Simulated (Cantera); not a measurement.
Gas mixture: CH4 : C2H6 = 0.29 : 0.89 (molar parts), at 900 Torr, frozen composition.

Cantera's kinetic-theory transport with the Lennard-Jones parameters of GRI-Mech 3.0, ideal gas; thermal conductivity in the multicomponent form. The composition is frozen, though it would react at the higher temperatures.

One state of this run: ρ (kg/m³) = 0.233; cp (J/kg/K) = 5130; μ (µPa s) = 37.0; λ (mW/m/K) = 257; Pr = 0.738; D (cm²/s) NO = 2.55; D (cm²/s) H2 = 9.07; D (cm²/s) CH4 = 2.64. D: mixture-averaged diffusion coefficient of that species in the mixture.

### Question
Which value of T (K) does it belong to?
A) 1900
B) 1650
C) 1400
D) 400

### Answer
B, 1650
